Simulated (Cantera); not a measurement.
## Ignition delay

Mixture: 27.0 % H₂, 15.3 % O₂, 57.7 % N₂, at 1.00 bar, adiabatic and at constant volume. Ignition delay is the time to a rise of 400 K.

Detailed kinetics in Cantera: GRI-Mech 3.0 (53 species, 325 reactions). Below about 950 K walls govern HO2 and H2O2 in real vessels. Where the delays flatten at high temperature, the 400 K rule measures the pace of heat release, not the induction time.

```
T0 (K)  delay (ms)
------  ----------
923           71.4
1023         0.196
1123        0.0723
1223        0.0398
1323        0.0259
1423        0.0189
1523        0.0152
```
